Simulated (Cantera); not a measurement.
## Hydrocarbon pyrolysis for carbon deposition

An isothermal, constant-pressure homogeneous reactor starts with 0.763 % C₂H₆, 99.2 % N₂, at 1773 K and 0.00100 bar.

Computed with Cantera and GRI-Mech 3.0 (53 species, 325 reactions). GRI-Mech 3.0 stops at C3 and has no aromatics, soot or wall deposition, so with more carbon than oxygen in the feed, carbon stays in small species such as C2H2 where larger ones or solid carbon would form. Radical loss at walls, strong at low pressure, is not modelled.

```tsv
t (s)	x C₂H₆	x CH₃	x CH₂	x H₂	x C₂H	x HCN
8.00e-5	0.00752	0.000222	5.80e-10	4.79e-9	<1e-12	<1e-12
0.000176	0.00739	0.000483	6.51e-9	2.70e-8	<1e-12	<1e-12
0.000385	0.00711	0.00104	6.92e-8	2.11e-7	<1e-12	<1e-12
0.000846	0.00652	0.00217	6.89e-7	2.62e-6	<1e-12	1.34e-11
0.00186	0.00537	0.00421	6.02e-6	4.04e-5	5.30e-12	2.56e-9
0.00408	0.00324	0.00686	3.24e-5	0.000493	1.05e-8	4.37e-7
0.00894	0.000692	0.00718	6.27e-5	0.00284	1.37e-6	8.31e-6
0.0196	1.34e-5	0.00326	4.99e-5	0.00767	4.75e-6	3.23e-5
0.0431	2.56e-7	0.00104	2.39e-5	0.0115	3.72e-6	5.61e-5
0.0946	4.59e-8	0.000426	1.08e-5	0.0133	2.50e-6	7.20e-5
0.208	1.34e-8	0.000220	5.25e-6	0.0140	1.79e-6	8.35e-5
0.456	4.48e-9	0.000123	2.65e-6	0.0143	1.39e-6	9.30e-5
1.00	1.56e-9	7.11e-5	1.37e-6	0.0145	1.14e-6	0.000102
```
x: mole fraction; the columns are a selection and need not sum to one.

Equilibrium at this temperature and pressure: C₂H₆ <1e-12, CH₃ 4.38e-9, CH₂ 3.63e-10, H₂ 0.0145, C₂H 3.20e-7, HCN 0.0139 (gas phase only).
